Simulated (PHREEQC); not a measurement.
Make-up at 32 °C: 0.96 mol KCl and 4.8e-05 mol H4SiO4 per kg of water. Closed to the air; pH follows from the charge balance.

All values are PHREEQC results (Pitzer model, pitzer.dat), not measurements.

| quantity | before | after |
|---|---|---|
| pH | 6.73 | 6.65 |
| H3SiO4- (mol/kgw) | 1.03e-7 | 1.72e-7 |
| SI of Sylvite (KCl) | -1.44 | -1.44 |
| SI of SiO2(a) (SiO2) | -1.67 | -1.37 |

**Question.** What was changed between the two runs?
A) KCl from 0.96 to 1.44 mol/kgw
B) diluted 5-fold with water
C) H4SiO4 from 4.8e-05 to 9.6e-05 mol/kgw
D) H4SiO4 from 4.8e-05 to 9.6e-06 mol/kgw
E) H4SiO4 from 4.8e-05 to 5.28e-05 mol/kgw

**Answer.** C, H4SiO4 from 4.8e-05 to 9.6e-05 mol/kgw

Precipitation was switched off in this run.
